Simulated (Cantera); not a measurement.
## C3H8 + CO2 + H2 (carbon deposition, reforming and gasification)

Charge: 1 mol C3H8, 0.38 mol CO2, 0.9 mol H2, held at 1800 K and 1.00 bar.

Equilibrium computed with Cantera from the NASA thermochemical tables; the gas is ideal and each condensed phase is pure. Candidate condensed phases: C, C6H6, C7H8, C8H18, H2O; 110 gas species. Rates play no part.

```
Quantity                 Value
-------------------  ---------
x(H2)                    0.865
x(CO)                    0.134
x(CH4)                0.000575
x(H)                  0.000333
x(C2H2 (acetylene))   0.000152
x(H2O)                 3.31e-5
x(CH3)                 4.48e-6
x(C2H4)                3.07e-6
x(CO2)                 1.35e-6
n(C(graphite))        2.62 mol
gas amount           5.657 mol
```
